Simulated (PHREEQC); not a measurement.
A solution holds 0.69 mol/kgw MgSO4, 0.19 mol/kgw H3BO3, 0.61 mol/kgw KBr and 0.098 mol/kgw NaBr, at 25 °C. Closed to the air; pH follows from the charge balance.

All values are PHREEQC results (Pitzer model, pitzer.dat), not measurements.

No solid was allowed to form.

Task: Estimate the pH, activity of water, osmotic coefficient.

Result: pH 4.67; activity of water 0.958; osmotic coefficient 0.788.

In brines, pH and single-ion activities rest on the MacInnes convention.
